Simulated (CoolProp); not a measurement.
Computed with CoolProp (reference Helmholtz-energy equation of state, Lemmon 2003). It is a pseudo-pure fit of the blend.

For R507A, give the phase and the density (kg/m³), viscosity (µPa s), conductivity (mW/(m K)), fugacity coefficient at 253.8 K and 0.133 MPa; 253.8 K and 3.58 MPa.


- 253.8 K and 0.133 MPa: gas; density 6.49, viscosity 10.3, conductivity 10.3, fugacity coefficient 0.961
- 253.8 K and 3.58 MPa: liquid; density 1240, viscosity 254, conductivity 84.3, fugacity coefficient 0.0924

Viscosity comes from a separate model (Geller 2000). Thermal conductivity comes from a separate model (Geller 2001).
